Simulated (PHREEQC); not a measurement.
Make-up at 25 °C: 24 mmol/kgw H3BO3 and 0.087 mmol/kgw BaBr2. Closed to the air; pH follows from the charge balance.

The numbers come from PHREEQC with the ion-association model, phreeqc.dat.

Precipitation was switched off in this run.

Problem. Estimate the pH.

Solution. pH 5.43.

Complexes and solids missing from the database can't appear.
